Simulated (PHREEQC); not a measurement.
PHREEQC input (ion-association model, wateq4f.dat):

```
SOLUTION_MASTER_SPECIES
  An  An-  0  An  62.0  # stands for a non-complexing anion
SOLUTION_SPECIES
  An- = An-
    -log_k 0
    -gamma 3.0 0
  SO4-2 + 10H+ + 8e- = H2S + 4H2O  # shut off: sulfate is not reduced
    -log_k -100
    -delta_h 0
    -analytic -100
PHASES
  Fix_H+
    H+ = H+
    -log_k 0
SOLUTION 1
  temp 25
  units mmol/kgw
  pH 7 charge
  Cl 0.5
  Zn 0.25044
  S(6) 0.00044
  As(3) 0.0067
  Na 5.0067
  An 5
END
SELECTED_OUTPUT 1
  -reset false
  -pH true
  -pe true
  -ionic_strength true
  -water true
  -totals As Cl Na S Zn As(3) As(5) S(-2) S(6)
  -molalities Hfo_wOH Hfo_wOH2+ Hfo_wO- Hfo_sOH Hfo_sOH2+ Hfo_sO- Hfo_wH2AsO3 Hfo_wSO4- Hfo_wOHSO4-2 Hfo_sOZn+
    Hfo_wOZn+
  -saturation_indices Zn(OH)2-e Zn4(OH)6SO4 Zn5(OH)8Cl2 Arsenolite Halite Mirabilite Goslarite
USER_PUNCH 1
  -headings sigma psi
  10 PUNCH EDL("sigma", "Hfo"), EDL("psi", "Hfo")
PRINT
  -reset false
USE solution 1
SURFACE 1
  Hfo_wOH 9.21348e-05 600 0.041
  Hfo_sOH 2.30337e-06
EQUILIBRIUM_PHASES 1
  Fix_H+ -4 HAn 10
    -force_equality true
END
# ... the last block is repeated for the other 16 points of pH, with NaOH or the acid as the point needs
```

Selected output (columns that matter, 10 of 17 rows; pH added in front):

```
pH	mu	As	Na	S	Zn	si_Zn(OH)2-e	si_Zn4(OH)6SO4	si_Zn5(OH)8Cl2	si_Arsenolite	si_Halite	si_Mirabilite	si_Goslarite	sigma	psi
4	0.0058882	6.1392e-07	0.0050067	6.4073e-10	0.00025043	-7.2379	-28.708	-31.863	-11.042	-7.2547	-12.915	-11.135	0.18103	0.18985
4.75	0.00579	4.5617e-07	0.0050067	3.9944e-09	0.00025022	-5.7373	-23.407	-25.86	-11.3	-7.2541	-12.116	-10.336	0.11024	0.16485
5.5	0.0057635	3.9817e-07	0.0050067	3.4355e-08	0.00024871	-4.2397	-17.982	-19.872	-11.419	-7.254	-11.18	-9.4031	0.062189	0.13573
5.88	0.0057557	3.8738e-07	0.0050067	9.9112e-08	0.00024752	-3.4819	-15.25	-16.843	-11.443	-7.254	-10.72	-8.9449	0.045474	0.11991
6.62	0.0057339	4.2626e-07	0.0050184	3.0431e-07	0.0002379	-2.0203	-10.396	-11.015	-11.362	-7.2528	-10.23	-8.4753	0.027902	0.095676
7.38	0.0057095	8.3426e-07	0.0050664	3.8448e-07	0.00021745	-0.5488	-5.9265	-5.1769	-10.792	-7.2486	-10.118	-8.4208	0.025299	0.091008
8.12	0.0056609	2.3242e-06	0.0051544	4.2611e-07	0.00020638	0.8142	-1.9069	0.158	-9.9698	-7.2409	-10.055	-8.4902	0.023636	0.087929
8.5	0.0055951	3.3799e-06	0.0052884	4.3512e-07	0.00020451	1.3337	-0.5758	1.9958	-9.7496	-7.2294	-10.02	-8.7175	0.020362	0.081099
9.25	0.0055296	4.8764e-06	0.0054989	4.3974e-07	0.00020444	1.6721	-0.7127	2.1886	-9.99	-7.2119	-9.9758	-9.8696	0.0092844	0.047584
10	0.005622	6.0613e-06	0.005619	4.3999e-07	0.00020497	1.6931	-2.1291	0.7935	-10.93	-7.2029	-9.9581	-11.349	0.00077204	0.0045038
```

Along this series the solution becomes supersaturated in solids that the run did not let form, among them Zn(OH)2-e, Zn5(OH)8Cl2. Complexes and solids missing from the database can't appear.
